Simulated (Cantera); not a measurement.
A closed system holds: 1 mol Fe(CO)5, 0.016 mol O2, 0.16 mol H2, at 750 °C and 0.00250 bar.

These are equilibrium values from Cantera (NASA tables, ideal gas, pure condensed phases), not measurements of a reactor. Candidate condensed phases: C, C6H6, C7H8, C8H18, Fe, Fe(CO)5, FeO, Fe(OH)2, Fe(OH)3, Fe2O3, Fe3O4, H2O; 114 gas species. Kinetics and transport are ignored.

Base state: CO 0.963, H2 0.0309, CO2 0.00605, H2O 0.000148 (mole fractions); condensed: Fe(α).

Question: What changes in the equilibrium state with this change: pressure from 0.00250 bar to 0.130 bar?

Answer: 
```tsv
species	before	after
CO	0.963	0.928
CO2	0.00605	0.0400
H2	0.0309	0.0310
H2O	0.000148	0.00102
Fe(α), mol	1.00	1.00
C(graphite), mol	0	0.173
```
Condensed phases not in the tables: cementite and carbon dissolved in iron.
